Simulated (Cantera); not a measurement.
**SiCl4 + HCl + H2 (chlorosilane synthesis and conversion)**

Feed: 1 mol SiCl4, 3.2 mol HCl, 6.6 mol H2, at 1.20 bar.

Cantera equilibrium calculation (NASA polynomials, part measured and part estimated; ideal gas, pure solids and liquids). Candidate condensed phases: Si; 19 gas species. The tables' values for SiCl3 are old estimates; treat these amounts as uncertain. Equilibrium is a limit: real reactors are often held back by kinetics, nucleation or transport.

```csv
T (K),x H2,x HCl,x SiCl4,x SiHCl3,x SiCl3,x SiCl2,x SiH2Cl2,x H
623,0.611,0.296,0.0926,8.84e-6,7.26e-11,<1e-12,4.54e-11,<1e-12
698,0.611,0.296,0.0926,3.77e-5,2.88e-9,<1e-12,1.01e-9,<1e-12
773,0.611,0.296,0.0925,0.000120,5.52e-8,4.78e-12,1.20e-8,<1e-12
848,0.611,0.297,0.0923,0.000308,6.22e-7,3.02e-10,9.02e-8,1.36e-11
923,0.610,0.297,0.0919,0.000673,4.68e-6,9.58e-9,4.83e-7,1.74e-10
998,0.610,0.298,0.0913,0.00130,2.57e-5,1.77e-7,1.98e-6,1.53e-9
1073,0.609,0.299,0.0902,0.00225,0.000110,2.14e-6,6.57e-6,9.98e-9
1148,0.607,0.300,0.0886,0.00359,0.000383,1.83e-5,1.83e-5,5.10e-8
1223,0.605,0.303,0.0860,0.00530,0.00112,0.000116,4.35e-5,2.13e-7
1298,0.601,0.307,0.0817,0.00722,0.00279,0.000570,8.97e-5,7.58e-7
```
x: gas mole fraction; nothing condenses.

From 623 K to 1298 K nothing is condensed. The main Si-bearing gas is SiCl4 throughout.
